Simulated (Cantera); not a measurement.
A Cantera script and its output.

```python
import numpy as np
import cantera as ct

gas = ct.Solution("h2o2.yaml")
gas.TPX = 598, 13332, {'H2': 1, 'O2': 0.5, 'N2': 1.88, 'H2O': 0.019}
flame = ct.FreeFlame(gas, width=0.16)
flame.set_refine_criteria(ratio=3, slope=0.08, curve=0.16)
flame.transport_model = "mixture-averaged"
flame.solve(loglevel=0, auto=True)
z, T = flame.grid, flame.T
thick = (T[-1] - T[0]) / np.gradient(T, z).max()
show = ['H2', 'O2', 'O', 'H2O2', 'H', 'OH']
print(f"laminar burning velocity  {flame.velocity[0] * 100:.3f} cm/s")
print(f"burnt temperature         {T[-1]:.1f} K")
print(f"thermal thickness         {thick * 1e3:.4f} mm")
print(f"grid points               {len(z)}")
z0 = z[flame.heat_release_rate.argmax()]
print(f"{'z/mm':>9s}{'T/K':>9s}{'u/(m/s)':>9s}" + "".join(f"{s:>11s}" for s in show))
rows = []
for k in (-3, -2, -1.5, -1, -0.5, -0.25, 0, 0.25, 0.5, 1, 2, 4, 8):
    zz = z0 + k * thick
    rows.append([k * thick, np.interp(zz, z, T), np.interp(zz, z, flame.velocity),
                 *(np.interp(zz, z, flame.X[gas.species_index(s)]) for s in show)])
    print(f"{rows[-1][0] * 1e3:9.3f}{rows[-1][1]:9.1f}{rows[-1][2]:9.3f}" + "".join(f"{x:11.3e}" for x in rows[-1][3:]))
```

Result:

```
laminar burning velocity  591.209 cm/s
burnt temperature         2418.9 K
thermal thickness         6.5171 mm
grid points               139
     z/mm      T/K  u/(m/s)         H2         O2          O       H2O2          H         OH
  -19.551    598.0    5.912  2.942e-01  1.471e-01  3.288e-17  6.912e-17  1.356e-15  1.895e-18
  -13.034    598.0    5.912  2.942e-01  1.471e-01  3.372e-14  2.519e-16  1.715e-12  2.119e-15
   -9.776    598.0    5.912  2.942e-01  1.471e-01  2.547e-12  1.018e-14  1.693e-10  1.818e-13
   -6.517    598.0    5.912  2.942e-01  1.471e-01  1.049e-09  2.605e-11  9.666e-08  1.362e-10
   -3.259    603.2    5.958  2.932e-01  1.470e-01  5.603e-06  4.251e-07  2.262e-04  1.877e-05
   -1.629    711.9    6.966  2.733e-01  1.439e-01  2.226e-04  8.210e-07  7.611e-03  2.994e-04
    0.000   1103.5   10.470  1.380e-01  9.641e-02  7.650e-03  7.139e-07  6.524e-02  3.200e-03
    1.629   1378.7   12.911  5.046e-02  4.116e-02  1.543e-02  8.445e-07  8.937e-02  8.304e-03
    3.259   1497.6   13.920  4.737e-02  3.523e-02  1.586e-02  6.522e-07  8.014e-02  1.076e-02
    6.517   1637.9   15.076  4.914e-02  3.199e-02  1.501e-02  3.911e-07  6.631e-02  1.357e-02
   13.034   1793.7   16.320  4.952e-02  2.849e-02  1.325e-02  2.045e-07  5.181e-02  1.631e-02
   26.068   1955.8   17.571  4.780e-02  2.472e-02  1.080e-02  1.084e-07  3.801e-02  1.836e-02
   52.137   2114.8   18.759  4.389e-02  2.084e-02  8.068e-03  6.555e-08  2.601e-02  1.916e-02
```

Cantera simulation using the H2/O2 subset of GRI-Mech 3.0, which has no nitrogen chemistry; the numbers are that mechanism's predictions, not measurements. Burning velocities carry a grid error of a few per cent, more on coarse grids.
